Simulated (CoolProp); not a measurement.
Vapour-liquid equilibrium of dimethyl ether (1) + n-pentane (2) at 353.7 K; x and y are mole fractions of (1).

Values from CoolProp's multi-fluid Helmholtz-energy mixture model, Wu 2011 and Thol 2019; pair parameters Bell 2016.

Problem. Give the bubble pressure and the first vapour's composition at x = 0.5, 0.8, 0.95. Is there an azeotrope?

Solution. x = 0.5: 1347 kPa, y = 0.829; x = 0.8: 1891 kPa, y = 0.931; x = 0.95: 2157 kPa, y = 0.980. No azeotrope shows between x = 0.05 and 0.95.

Pair parameters are fitted to limited data, so mixtures are less certain than the pure fluids. The gap from Raoult's law changes sign with composition, which may be real or a fault of the pair parameters; it wasn't checked against measurements.
